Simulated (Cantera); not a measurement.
A freely propagating, adiabatic, planar premixed flame of 27.2 % H₂, 15.3 % O₂, 57.5 % N₂, equivalence ratio 0.89, unburnt at 300 K and 1.01 bar; mixture-averaged transport, grid criteria slope 0.08 and curve 0.16, no radiation.

Detailed kinetics in Cantera: the H2/O2 subset of GRI-Mech 3.0, which has no nitrogen chemistry. Burning velocities carry a grid error of a few per cent, more on coarse grids.

Q: Predict: laminar burning velocity; thermal thickness; peak x(OH); peak x(H); peak x(HO₂).

A: 
| Item | Value |
|---|---|
| laminar burning velocity | 200 cm/s |
| thermal thickness | 0.335 mm |
| peak x(OH) | 0.0140 |
| peak x(H) | 0.0321 |
| peak x(HO₂) | 0.000495 |
